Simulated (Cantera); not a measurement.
An isothermal plug-flow reactor at 1300 K and 750 Torr (inlet), inlet velocity 5 m/s, active area per volume 680 1/m; feed CH4 : O2 : N2 = 0.0055 : 0.053 : 0.79 (molar parts), equivalence ratio 0.21.

Detailed kinetics in Cantera: Deutschmann's 1995 Pt surface mechanism with GRI-Mech 3.0 gas chemistry. Catalytic surfaces can have several steady states; this one follows from the mechanism file's or the stated starting coverage. Mass transfer to the wall is taken as infinitely fast.

x: gas mole fraction; θ: surface coverage.

| z (m) | x CH4 | x O2 | x H2O | x CO2 | x CO | θ free Pt | θ O* | θ OH* |
|---|---|---|---|---|---|---|---|---|
| 0.00077 | 0.00590 | 0.0613 | 0.00115 | 0.000561 | 1.34e-5 | 0.566 | 0.434 | 0.000383 |
| 0.0013 | 0.00552 | 0.0606 | 0.00189 | 0.000928 | 1.25e-5 | 0.567 | 0.433 | 0.000464 |
| 0.0022 | 0.00493 | 0.0594 | 0.00304 | 0.00150 | 1.13e-5 | 0.567 | 0.432 | 0.000568 |
| 0.0036 | 0.00413 | 0.0579 | 0.00461 | 0.00228 | 9.54e-6 | 0.569 | 0.431 | 0.000685 |
| 0.006 | 0.00302 | 0.0557 | 0.00675 | 0.00333 | 7.15e-6 | 0.571 | 0.429 | 0.000817 |
| 0.01 | 0.00177 | 0.0533 | 0.00916 | 0.00451 | 4.46e-6 | 0.573 | 0.426 | 0.000943 |
| 0.017 | 0.000683 | 0.0512 | 0.0113 | 0.00556 | 2.08e-6 | 0.575 | 0.424 | 0.00104 |
| 0.028 | ___ | 0.0501 | 0.0124 | 0.00612 | ___ | 0.576 | 0.423 | 0.00109 |
| 0.046 | ___ | 0.0497 | 0.0128 | 0.00631 | ___ | 0.576 | 0.423 | 0.00111 |
| 0.077 | 1.65e-7 | 0.0497 | 0.0129 | 0.00637 | 7.02e-8 | 0.576 | 0.423 | 0.00111 |

Question: Complete the blanks.

Answer: 
- 0.028, x CH4: 0.000148
- 0.028, x CO: 7.34e-7
- 0.046, x CH4: 1.19e-5
- 0.046, x CO: 1.87e-7
